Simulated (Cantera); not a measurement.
An isothermal plug-flow reactor at 750 K and 4.93 atm (inlet), inlet velocity 3.4 m/s, active area per volume 430 1/m; feed CO : O2 : N2 : H2O = 0.016 : 0.017 : 0.79 : 0.014 (molar parts), equivalence ratio 0.47.

Model: Deutschmann's 1995 Pt surface mechanism with GRI-Mech 3.0 gas chemistry, integrated in Cantera. Catalytic surfaces can have several steady states; this one follows from the mechanism file's or the stated starting coverage. Mass transfer to the wall is taken as infinitely fast.

Problem. What does this change do: area per volume 430 to 560 1/m?

Solution. 
```tsv
quantity	before	after
x(CO) at z = 0.049 m	0.0168	0.0161
x(O2) at z = 0.049 m	0.0192	0.0188
x(H2O) at z = 0.049 m	0.0167	0.0168
x(CO2) at z = 0.049 m	0.00235	0.00309
θ(free Pt) at the exit	0.0340	0.0348
θ(O*) at the exit	0.00248	0.00255
θ(CO*) at the exit	0.963	0.962
```

Problem. What does this change do: pressure from 4.93 atm to 3.85 atm?

Solution. 
```json
[
 {"quantity": "x(CO) at z = 0.049 m", "before": "0.0168", "after": "0.0161"},
 {"quantity": "x(O2) at z = 0.049 m", "before": "0.0192", "after": "0.0188"},
 {"quantity": "x(H2O) at z = 0.049 m", "before": "0.0167", "after": "0.0168"},
 {"quantity": "x(CO2) at z = 0.049 m", "before": "0.00235", "after": "0.00303"},
 {"quantity": "θ(free Pt) at the exit", "before": "0.0340", "after": "0.0392"},
 {"quantity": "θ(O*) at the exit", "before": "0.00248", "after": "0.00254"},
 {"quantity": "θ(CO*) at the exit", "before": "0.963", "after": "0.958"}
]
```
